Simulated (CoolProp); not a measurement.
The numbers come from the reference Helmholtz-energy equation of state, Gao 2022 in CoolProp.

**Question.** Give the vapour pressure (MPa), liquid density (kg/m³), liquid cp (kJ/(kg K)), vapour Z of saturated n-perfluorohexane at 288.3 K.

**Answer.** 
```json
[
 {"T (K)": "288.3", "p (MPa)": "0.0188", "liquid density (kg/m³)": "1700", "liquid cp (kJ/(kg K))": "1.03", "vapour Z": "0.982"}
]
```
